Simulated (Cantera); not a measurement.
Gas mixture: N2 : NO = 0.27 : 0.82 (molar parts), at 0.0120 bar, frozen composition.

Cantera's kinetic-theory transport with the Lennard-Jones parameters of GRI-Mech 3.0, ideal gas; thermal conductivity in the multicomponent form. The composition is frozen, though it would react at the higher temperatures.

One state of this run: ρ (kg/m³) = 0.00426; cp (J/kg/K) = 1141; μ (µPa s) = 42.6; λ (mW/m/K) = 68.8; Pr = 0.707; D (cm²/s) H2O = 174; D (cm²/s) CO2 = 108; D (cm²/s) C2H2 = 113. D: mixture-averaged diffusion coefficient of that species in the mixture.

Question: Which value of T (K) does it belong to?
(A) 1100
(B) 800
(C) 1000
(D) 600

Answer: C, 1000
